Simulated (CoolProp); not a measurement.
A single-stage vapour-compression cycle with R143a: evaporating at 201.15 K (dew point), condensing at 244.15 K (bubble point), superheat 0 K, subcooling 5 K, compressor efficiency 0.6, no pressure losses. Each further row changes one setting.

Computed with CoolProp (reference Helmholtz-energy equation of state, Lemmon and Jacobsen 2000).

```tsv
case	cooling COP	pressure ratio	discharge temperature (K)	refrigerating effect (kJ/kg)	volumetric capacity (kJ/m³)
as stated	[?]	8.45	299.3	193	262
evaporating temperature 206.15 K	[?]	[?]	[?]	196	353
condensing temperature 239.15 K	2.83	6.90	289.8	200	271
subcooling 10 K	2.53	8.45	299.3	200	271
superheat 10 K	2.42	8.45	311.1	[?]	258
compressor efficiency 0.5	[?]	8.45	[?]	193	262
```

Task: Some entries are withheld; supply them.

Result: 
- as stated, cooling COP: 2.44
- evaporating temperature 206.15 K, cooling COP: 2.90
- evaporating temperature 206.15 K, pressure ratio: 6.25
- evaporating temperature 206.15 K, discharge temperature (K): 291.0
- superheat 10 K, refrigerating effect (kJ/kg): 201
- compressor efficiency 0.5, cooling COP: 2.04
- compressor efficiency 0.5, discharge temperature (K): 315.4
